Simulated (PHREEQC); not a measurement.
## Nickel, zinc or cadmium bath: an equilibrium model

Consider water at 20 °C with 0.0016 mol ZnCl2, 0.00068 mol Na2SO4 and 0.055 mol H2SO4 per kg of water. Closed to the air; pH follows from the charge balance.

All values are PHREEQC results (ion-association model, phreeqc.dat), not measurements.

Each row changes one thing in this solution. This is a speciation only: nothing precipitates in the calculation.

```
case                                            pH  ionic strength (mol/kgw)  HSO4- (mol/kgw)  SO4-2 (mol/kgw)
--------------------------------------------  ----  ------------------------  ---------------  ---------------
as made                                       1.23                    0.0907           0.0394           0.0156
temperature from 20 to 25 °C                  1.24                    0.0887           0.0404           0.0146
Na2SO4 left out                               1.23                         …           0.0390           0.0153
diluted 10-fold with water                    2.08                    0.0133          0.00188          0.00365
temperature from 20 to 10 °C                  1.22                    0.0946           0.0374           0.0176
ZnCl2 replaced by CaCl2 at the same molality  1.23                         …           0.0394           0.0157
```

Task: What belongs in the gaps?

Result: 
- Na2SO4 left out, ionic strength (mol/kgw): 0.0894
- ZnCl2 replaced by CaCl2 at the same molality, ionic strength (mol/kgw): 0.0906

Species that the database lacks are ignored. Constants without temperature data keep their 25 °C values here.
